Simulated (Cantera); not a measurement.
Cantera run:

```python
import numpy as np
import cantera as ct

gas_names = [...]  # 130 gases of nasa_gas.yaml made of C, H, Mg, O, S
cond_names = """
    C(gr) C6H6(L) C7H8(L) C8H18(L),n-octa H2O(s) H2O(L) H2SO4(L) Mg(cr) Mg(L) MgCO3(s) MgO(s) MgO(L)
    MgO2H2(s) MgS(s) MgSO4(s) MgSO4(L) S(cr1) S(cr2) S(L)
""".split()


# ... load() reads the species with a 1 bar reference pressure and builds the phases ...
atoms = {
    'MgCO3': {'Mg': 1, 'C': 1, 'O': 3},
    'SO3': {'S': 1, 'O': 3},
    'O2': {'O': 2},
    'H2S': {'H': 2, 'S': 1},
}
top_T = {'C(gr)': 4500, 'MgS(s)': 2250}  # K; cautious upper limits of use, not melting points


# ... equilibrate(T, P, feed) seeds the gas with the atoms and calls Mixture.equilibrate('TP', solver="vcs", rtol=1e-11, max_steps=5000) ...
results = []
feed = {'MgCO3': 1, 'SO3': 0.062, 'O2': 0.076, 'H2S': 0.6}  # mol
T = 1223  # K
P = 1800  # Pa
mix = equilibrate(T, P, feed)
results.append((T, P, feed, dict(zip(mix.species_names, mix.species_moles))))
x = sorted(zip(gas.X, gas.species_names), reverse=True)
print(f"T = {T:g} K  P = {P:g} Pa  gas = {mix.phase_moles(0):.4g} mol")
print("   x: " + "  ".join(f"{s} {v:.3e}" for v, s in x if v > 1e-05))
print("   condensed (mol): " + ("  ".join(f"{mix.phase(i).name} {mix.phase_moles(i):.4g}"
      for i in range(1, mix.n_phases) if mix.phase_moles(i) > 1e-12) or "none"))
```

Result:

```
T = 1223 K  P = 1800 Pa  gas = 1.912 mol
   x: CO2 4.215e-01  H2O 2.389e-01  S2 1.429e-01  CO 9.853e-02  H2 3.825e-02  H2S 3.648e-02  SO2 1.926e-02  COS 2.999e-03  S2O 6.329e-04  SH 3.105e-04  SO 2.209e-04
   condensed (mol): MgO(s) 1
```

Method: chemical equilibrium by Gibbs-energy minimisation in Cantera with the NASA 1993 tables (ideal gas, pure condensed phases). Gases not in the tables: S3 to S7.
